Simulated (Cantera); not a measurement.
An isothermal, constant-pressure homogeneous reactor starts with 78.1 % NH3, 21.9 % N2, at 2350 K and 1050 Torr.

Detailed kinetics in Cantera: the gas-phase N/H chemistry of the illustrative SiF4/NH3 mechanism in the Surface Chemkin manual (1991). Walls and surfaces, which speed up NH3 decomposition in real reactors, are not modelled.

One state of this run: x NH3 = 3.40e-5; x H2 = 0.651; x N = 2.10e-7; x NH2 = 1.43e-6; x NH = 3.88e-7. x: mole fraction; the columns are a selection and need not sum to one.

**Question.** Which value of t (s) does it belong to?
A) 0.0162
B) 20.0
C) 0.00151
D) 0.0530

**Answer.** D, 0.0530
